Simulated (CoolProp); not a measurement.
A single-stage vapour-compression cycle with chlorine: evaporating at 218.15 K (dew point), condensing at 270.15 K (bubble point), superheat 10 K, subcooling 8 K, compressor efficiency 0.85, no pressure losses. Each further row changes one setting.

Model: reference Helmholtz-energy equation of state, Thol 2021, in CoolProp.

```csv
case,cooling COP,pressure ratio,discharge temperature (K),refrigerating effect (kJ/kg),volumetric capacity (kJ/m³)
as stated,2.84,9.20,421.3,262,358
evaporating temperature 223.15 K,(withheld),7.06,(withheld),264,(withheld)
condensing temperature 265.15 K,3.21,7.75,403.0,266,365
subcooling 13 K,(withheld),9.20,421.3,266,365
superheat 20 K,2.77,9.20,438.2,266,(withheld)
```

Question: Complete the blanks.

Answer: 
- evaporating temperature 223.15 K, cooling COP: 3.31
- evaporating temperature 223.15 K, discharge temperature (K): 401.3
- evaporating temperature 223.15 K, volumetric capacity (kJ/m³): 461
- subcooling 13 K, cooling COP: 2.89
- superheat 20 K, volumetric capacity (kJ/m³): 349
